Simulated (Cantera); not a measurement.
Cantera run:

```python
import numpy as np
import cantera as ct

gas_names = """
    AL ALC ALH ALN AL2 C CH CH2 CH3 CH4 CN C2 C2H C2H2,acetylene C2H2,vinylidene C2H3,vinyl CH3CN C2H4
    C2H5 C2H6 CCN CNC C2N2 C3 C3H3,propargyl C3H4,allene C3H4,propyne C3H4,cyclo- C3H5,allyl
    C3H6,propylene C3H6,cyclo- C3H7,n-propyl C3H7,i-propyl C3H8 C4 C4H2 C4H4,1,3-cyclo- C4H6,butadiene
    C4H6,2-butyne C4H6,cyclo- C4H8,1-butene C4H8,cis2-buten C4H8,tr2-butene C4H8,isobutene C4H8,cyclo-
    C4H9,n-butyl C4H9,i-butyl C4H9,s-butyl C4H9,t-butyl C4H10,isobutane C4H10,n-butane C4N2 C5
    C5H6,1,3cyclo- C5H8,cyclo- C5H10,1-pentene C5H10,cyclo- C5H11,pentyl C5H11,t-pentyl C5H12,n-pentane
    C5H12,i-pentane CH3C(CH3)2CH3 C6H2 C6H5,phenyl C6H6 C6H10,cyclo- C6H12,1-hexene C6H12,cyclo-
    C6H13,n-hexyl C7H7,benzyl C7H8 C7H14,1-heptene C7H15,n-heptyl C7H16,n-heptane C8H8,styrene
    C8H10,ethylbenz C8H16,1-octene C8H17,n-octyl C8H18,isooctane C8H18,n-octane C9H19,n-nonyl
    C10H8,naphthale C10H21,n-decyl C12H9,o-bipheny C12H10,bipheny H HCN HCCN HNC H2 N NH NH2 NH3 N2 N2H2
    N2H4
""".split()
cond_names = """
    AL(cr) AL(L) ALN(s) C(gr) C6H6(L) C7H8(L) C8H18(L),n-octa
""".split()


def load(file, names, dense=False):
    # The tables refer to 1 bar. Condensed volumes are neglected.
    table = {s.name: s for s in ct.Species.list_from_file(file)}
    out = []
    for n in names:
        d = dict(table[n].input_data)
        d["thermo"] = dict(d["thermo"], **{"reference-pressure": 1e5})
        if dense:
            d["equation-of-state"] = {"model": "constant-volume", "density": "1e6 g/cm^3"}
        out.append(ct.Species.from_dict(d))
    return out


gas = ct.Solution(thermo="ideal-gas", species=load("nasa_gas.yaml", gas_names))
cond = {s.name: ct.Solution(thermo="fixed-stoichiometry", species=[s], name=s.name)
        for s in load("nasa_condensed.yaml", cond_names, dense=True)}
atoms = {
    'Al(CH3)3': {'AL': 1, 'C': 3, 'H': 9},
    'NH3': {'N': 1, 'H': 3},
    'N2': {'N': 2},
}
top_T = {'ALN(s)': 2750, 'C(gr)': 4500}  # K; cautious upper limits of use, not melting points


def equilibrate(T, P, feed):
    n = {}
    for name, mol in feed.items():
        for a, k in atoms[name].items():
            n[a] = n.get(a, 0.0) + k * mol
    gas.TPX = T, P, n
    mass = sum(n.values()) * gas.mean_molecular_weight
    gas.equilibrate("TP")
    valid = [c for c in cond.values() if c.min_temp <= T <= top_T.get(c.name, c.max_temp)]
    mix = ct.Mixture([(gas, mass / gas.mean_molecular_weight)] + [(c, 0.0) for c in valid])
    mix.T, mix.P = T, P
    mix.equilibrate("TP", solver="vcs", rtol=1e-11, max_steps=5000)
    return mix


results = []
feed = {'Al(CH3)3': 1, 'NH3': 1.4, 'N2': 1.3}  # mol
P = 200  # Pa
for T in [625, 725, 825, 925, 1025, 1125, 1225, 1325, 1425, 1525, 1625]:
    mix = equilibrate(T, P, feed)
    results.append((T, P, feed, dict(zip(mix.species_names, mix.species_moles))))

top = {s: max(r[3][s] / sum(r[3][g] for g in gas_names) for r in results) for s in gas_names}
cols = sorted((s for s in top if top[s] > 1e-06), key=lambda s: -top[s])[:6]
seen = [c for c in cond_names if any(r[3].get(c, 0) > 1e-12 for r in results)]
print("log10 of partial pressures in bar; condensed amounts in mol")
print(f"{'T/K':>10s}" + "".join(f"{s[:9]:>10s}" for s in cols + seen))
for T, P, feed, n in results:
    ng = sum(n[g] for g in gas_names)
    print(f"{T:10.4g}" + "".join(f"{np.log10(max(n[s] / ng * P / 1e5, 1e-99)):10.3f}" for s in cols)
          + "".join(f"{n.get(c, 0):10.4g}" for c in seen))
```

Result:

```
log10 of partial pressures in bar; condensed amounts in mol
       T/K        H2        N2       CH4         H       HCN        AL    ALN(s)     C(gr)
       625    -2.824    -3.408    -3.963   -16.981   -12.595   -39.878         1     2.582
       725    -2.792    -3.428    -4.874   -14.426   -11.043   -32.417         1     2.946
       825    -2.789    -3.431    -5.621   -12.495    -9.873   -26.779         1      2.99
       925    -2.788    -3.431    -6.220   -10.978    -8.959   -22.368         1     2.998
      1025    -2.788    -3.431    -6.710    -9.755    -8.225   -18.825         1     2.999
      1125    -2.788    -3.431    -7.116    -8.746    -7.623   -15.916         1         3
      1225    -2.788    -3.431    -7.458    -7.900    -7.120   -13.487         1         3
      1325    -2.788    -3.431    -7.749    -7.180    -6.693   -11.428         1     2.999
      1425    -2.788    -3.432    -8.000    -6.560    -6.328    -9.661         1     2.998
      1525    -2.788    -3.432    -8.218    -6.020    -6.011    -8.129         1     2.996
      1625    -2.789    -3.433    -8.410    -5.546    -5.734    -6.788    0.9993     2.992
```

Cantera equilibrium calculation (NASA polynomials, part measured and part estimated; ideal gas, pure solids and liquids). The feed counts by its element totals alone.
